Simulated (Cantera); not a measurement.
An adiabatic, constant-pressure homogeneous reactor starts with CH4 : CO : O2 : N2 = 1 : 0.37 : 1.15 : 4.32 (molar parts), equivalence ratio 1.9, at 1775 K and 750 Torr.

Model: GRI-Mech 3.0 (53 species, 325 reactions), integrated in Cantera.

Q: Predict: time of steepest temperature rise; temperature at 6.00 s; equilibrium temperature; x(CO) at 6.00 s; x(O2) at 6.00 s; x(NO2) at 6.00 s.

A: 
```json
{
  "time_of_steepest_temperature_rise": "0.154 ms",
  "temperature at 6.00 s": "2748 K",
  "equilibrium_temperature": "2748 K",
  "x(CO) at 6.00 s": "0.149 (gas-phase equilibrium 0.149)",
  "x(O2) at 6.00 s": "0.000442 (gas-phase equilibrium 0.000442)",
  "x(NO2) at 6.00 s": "4.23e-8 (gas-phase equilibrium 4.23e-8)"
}
```
